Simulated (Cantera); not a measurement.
Feed: 1 mol Si₃N₄, 0.038 mol N₂O, 240 mol H₂, at 51.0 Pa.

Cantera equilibrium calculation (NASA polynomials, part measured and part estimated; ideal gas, pure solids and liquids). Candidate condensed phases: H₂O, Si, SiO₂, Si₂N₂O, Si₃N₄; 35 gas species. Mutual solubility and eutectic melting of coexisting phases are not modelled. Kinetics and transport are ignored.

### Question
At 1075 °C, list the 4 most abundant gas species with their mole fractions, and the condensed phases.

### Answer
H₂ 0.997, N₂ 0.00330, H 0.000102, SiO 2.75e-5. Condensed: Si(s) + Si₂N₂O(s) + Si₃N₄(s).
